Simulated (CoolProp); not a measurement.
Vapour-liquid equilibrium of R134a (1) + R142b (2) at 0.549 bar; x and y are mole fractions of (1).

The numbers come from the multi-fluid Helmholtz-energy mixture model, Tillner-Roth 1994 and Lemmon 2006; pair parameters Bell 2016 in CoolProp.

Question: Give the bubble temperature and the first vapour's composition at x = 0.25, 0.85, 0.95. Is there an azeotrope?

Answer: x = 0.25: 243.3 K, y = 0.441; x = 0.85: 235.6 K, y = 0.907; x = 0.95: 234.8 K, y = 0.968. No azeotrope shows between x = 0.05 and 0.95.

The pair parameters rest on a limited set of measurements; away from them the model extrapolates.
